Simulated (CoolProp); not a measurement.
Vapour-liquid equilibrium of propane (1) + c-C4F8 (RC318) (2) at 132 kPa; x and y are mole fractions of (1).

Computed with CoolProp (multi-fluid Helmholtz-energy mixture model, Lemmon 2009 and Platzer 1990; pair parameters Bell 2016). This equation is an older, rougher fit; its heat capacities, sound speeds and derivatives of the liquid may be far off and weren't checked against measurements.

```json
[
 {"x": "0.05", "bubble temperature (K)": "263.7", "y at the bubble point": "0.357", "dew temperature at overall composition x (K)": "272.5", "liquid density (mol/L)": "8.257"},
 {"x": "0.15", "bubble temperature (K)": "250.6", "y at the bubble point": "0.671", "dew temperature at overall composition x (K)": "269.9", "liquid density (mol/L)": "8.758"},
 {"x": "0.25", "bubble temperature (K)": "244.1", "y at the bubble point": "0.778", "dew temperature at overall composition x (K)": "267.0", "liquid density (mol/L)": "9.173"},
 {"x": "0.35", "bubble temperature (K)": "241.0", "y at the bubble point": "0.821", "dew temperature at overall composition x (K)": "263.9", "liquid density (mol/L)": "9.558"},
 {"x": "0.45", "bubble temperature (K)": "239.6", "y at the bubble point": "0.841", "dew temperature at overall composition x (K)": "260.4", "liquid density (mol/L)": "9.947"},
 {"x": "0.55", "bubble temperature (K)": "239.0", "y at the bubble point": "0.852", "dew temperature at overall composition x (K)": "256.4", "liquid density (mol/L)": "10.37"},
 {"x": "0.65", "bubble temperature (K)": "238.5", "y at the bubble point": "0.861", "dew temperature at overall composition x (K)": "251.7", "liquid density (mol/L)": "10.83"},
 {"x": "0.75", "bubble temperature (K)": "238.0", "y at the bubble point": "0.874", "dew temperature at overall composition x (K)": "245.9", "liquid density (mol/L)": "11.36"},
 {"x": "0.85", "bubble temperature (K)": "237.5", "y at the bubble point": "0.900", "dew temperature at overall composition x (K)": "239.1", "liquid density (mol/L)": "11.96"},
 {"x": "0.95", "bubble temperature (K)": "237.2", "y at the bubble point": "0.953", "dew temperature at overall composition x (K)": "237.2", "liquid density (mol/L)": "12.64"}
]
```

No azeotrope shows between x = 0.05 and 0.95.

The pair parameters rest on a limited set of measurements; away from them the model extrapolates. With so large a gap from Raoult's law the liquid may split in two, which this calculation doesn't test in full.
